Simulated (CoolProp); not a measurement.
A single-stage vapour-compression cycle with cyclopropane: evaporating at 329.15 K (dew point), condensing at 377.15 K (bubble point), superheat 5 K, subcooling 5 K, compressor efficiency 0.75, no pressure losses. Each further row changes one setting.

Computed with CoolProp (reference Helmholtz-energy equation of state, Polt 1992). This equation is an older, rougher fit; its heat capacities, sound speeds and derivatives of the liquid may be far off and weren't checked against measurements.

```json
[
 {"case": "as stated", "cooling COP": "3.64", "pressure ratio": "2.54", "discharge temperature (K)": "396.0", "refrigerating effect (kJ/kg)": "237", "volumetric capacity (kJ/m³)": "6930"},
 {"case": "evaporating temperature 334.15 K", "cooling COP": "4.21", "pressure ratio": "2.28", "discharge temperature (K)": "394.4", "refrigerating effect (kJ/kg)": "241", "volumetric capacity (kJ/m³)": "7880"},
 {"case": "condensing temperature 372.15 K", "cooling COP": "…", "pressure ratio": "2.33", "discharge temperature (K)": "390.0", "refrigerating effect (kJ/kg)": "254", "volumetric capacity (kJ/m³)": "7410"},
 {"case": "subcooling 10 K", "cooling COP": "3.90", "pressure ratio": "2.54", "discharge temperature (K)": "396.0", "refrigerating effect (kJ/kg)": "…", "volumetric capacity (kJ/m³)": "7440"},
 {"case": "superheat 15 K", "cooling COP": "…", "pressure ratio": "2.54", "discharge temperature (K)": "404.9", "refrigerating effect (kJ/kg)": "…", "volumetric capacity (kJ/m³)": "7080"},
 {"case": "compressor efficiency 0.65", "cooling COP": "3.15", "pressure ratio": "2.54", "discharge temperature (K)": "399.6", "refrigerating effect (kJ/kg)": "237", "volumetric capacity (kJ/m³)": "6930"}
]
```

Q: What belongs in the gaps?

A: 
- condensing temperature 372.15 K, cooling COP: 4.28
- subcooling 10 K, refrigerating effect (kJ/kg): 255
- superheat 15 K, cooling COP: 3.70
- superheat 15 K, refrigerating effect (kJ/kg): 257
